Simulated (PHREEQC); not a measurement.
## Buffer

Consider water at 25 °C with 0.2 mol NaHSO4, 0.001 mol NaF and 0.00012 mol NaCl per kg of water. Closed to the air; pH follows from the charge balance.

Model: ion-association model, phreeqc.dat, run in PHREEQC.

Each row changes one thing in this solution. No solid was allowed to form.

| case | pH | ionic strength (mol/kgw) | Na+ (mol/kgw) | HSO4- (mol/kgw) | SO4-2 (mol/kgw) | NaSO4- (mol/kgw) |
|---|---|---|---|---|---|---|
| as made | 1.22 | 0.327 | 0.186 | 0.122 | 0.0632 | 0.0146 |
| NaF from 0.001 to 0.005 mol/kgw | 1.24 | 0.329 | 0.190 | 0.120 | 0.0644 | 0.0151 |
| NaHSO4 from 0.2 to 0.3 mol/kgw | 1.08 | 0.466 | 0.276 | 0.192 | 0.0831 | 0.0251 |
| NaCl left out | 1.22 | 0.327 | 0.186 | 0.122 | 0.0632 | 0.0146 |
| NaF left out | 1.22 | 0.326 | 0.186 | 0.123 | … | 0.0144 |
| NaHSO4 from 0.2 to 0.18 mol/kgw | 1.26 | 0.298 | 0.169 | … | 0.0589 | 0.0127 |
| NaCl from 0.00012 to 0.000132 mol/kgw | 1.22 | 0.327 | 0.187 | 0.122 | 0.0632 | 0.0146 |
| diluted 100-fold with water | 2.78 | … | … | … | 0.00176 | 1.29e-5 |
| NaF from 0.001 to 0.0005 mol/kgw | 1.22 | 0.326 | 0.186 | 0.122 | 0.0631 | 0.0145 |

### Question
Fill in the missing entries.

### Answer

- NaF left out, SO4-2 (mol/kgw): 0.0630
- NaHSO4 from 0.2 to 0.18 mol/kgw, HSO4- (mol/kgw): 0.108
- diluted 100-fold with water, ionic strength (mol/kgw): 0.00553
- diluted 100-fold with water, Na+ (mol/kgw): 0.00200
- diluted 100-fold with water, HSO4- (mol/kgw): 0.000224
